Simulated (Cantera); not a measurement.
A closed system holds: 1 mol Si, 0.14 mol CO₂, 5.2 mol N₂, at 0.170 Pa.

Method: chemical equilibrium by Gibbs-energy minimisation in Cantera with the NASA 1993 tables (ideal gas, pure condensed phases). Candidate condensed phases: C, Si, SiC, SiO₂, Si₂N₂O, Si₃N₄; 34 gas species. N₂ is the only nitrogen source here; it is nearly inert below about 1500 K, so the nitride shown seldom forms there in practice. Mutual solubility and eutectic melting of coexisting phases are not modelled. Rates play no part.

Question: Which condensed phases are stable at each of these points (T (°C)): 800, 850, 900, 950, 1000, 1050, 1100, 1150, 1200, 1250, 1300, 1350, 1400, 1450?

Answer: 
```json
[
 {"T (°C)": "800", "condensed phases": "SiC(s) + Si₂N₂O(s) + Si₃N₄(s)", "Si condensed (%)": "100.0"},
 {"T (°C)": "850", "condensed phases": "SiC(s) + Si₂N₂O(s) + Si₃N₄(s)", "Si condensed (%)": "100.0"},
 {"T (°C)": "900", "condensed phases": "SiC(s) + Si₂N₂O(s) + Si₃N₄(s)", "Si condensed (%)": "100.0"},
 {"T (°C)": "950", "condensed phases": "SiC(s) + Si₂N₂O(s) + Si₃N₄(s)", "Si condensed (%)": "100.0"},
 {"T (°C)": "1000", "condensed phases": "SiC(s) + Si₂N₂O(s) + Si₃N₄(s)", "Si condensed (%)": "99.8"},
 {"T (°C)": "1050", "condensed phases": "SiC(s) + Si₂N₂O(s) + Si₃N₄(s)", "Si condensed (%)": "98.5"},
 {"T (°C)": "1100", "condensed phases": "Si(s) + SiC(s) + Si₂N₂O(s)", "Si condensed (%)": "82.8"},
 {"T (°C)": "1150", "condensed phases": "Si(s) + SiC(s)", "Si condensed (%)": "72.1"},
 {"T (°C)": "1200", "condensed phases": "Si(s) + SiC(s)", "Si condensed (%)": "70.9"},
 {"T (°C)": "1250", "condensed phases": "Si(s) + SiC(s)", "Si condensed (%)": "66.8"},
 {"T (°C)": "1300", "condensed phases": "Si(s) + SiC(s)", "Si condensed (%)": "54.3"},
 {"T (°C)": "1350", "condensed phases": "Si(s) + SiC(s)", "Si condensed (%)": "16.4"},
 {"T (°C)": "1400", "condensed phases": "SiC(s)", "Si condensed (%)": "8.3"},
 {"T (°C)": "1450", "condensed phases": "gas only", "Si condensed (%)": "0.0"}
]
```

From 800 °C to 1050 °C the condensed part is SiC(s) + Si₂N₂O(s) + Si₃N₄(s). At 1100 °C the condensed part is Si(s) + SiC(s) + Si₂N₂O(s). From 1150 °C to 1350 °C the condensed part is Si(s) + SiC(s). At 1400 °C the condensed part is SiC(s). At 1450 °C nothing is condensed.
